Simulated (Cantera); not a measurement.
Feed: 1 mol Fe₂O₃, 0.49 mol H₂S, 0.4 mol H₂O, at 160000 Pa.

Cantera equilibrium calculation (NASA polynomials, part measured and part estimated; ideal gas, pure solids and liquids). Candidate condensed phases: Fe, FeO, Fe(OH)₂, Fe(OH)₃, FeS, FeSO₄, FeS₂, Fe₂O₃, Fe₂(SO₄)₃, Fe₃O₄, H₂O, H₂SO₄, S; 22 gas species. Mutual solubility and eutectic melting of coexisting phases are not modelled. FeS: taken at fixed stoichiometry. Gases not in the tables: S₃ to S₇. Equilibrium is a limit: real reactors are often held back by kinetics, nucleation or transport.

Q: At 750 °C, list the 6 most abundant gas species with their mole fractions, and the condensed phases.

A: H₂O 0.836, SO₂ 0.138, H₂S 0.0185, S₂ 0.00508, H₂ 0.00193, S₂O 0.000458. Condensed: FeS(s) + Fe₃O₄(s).
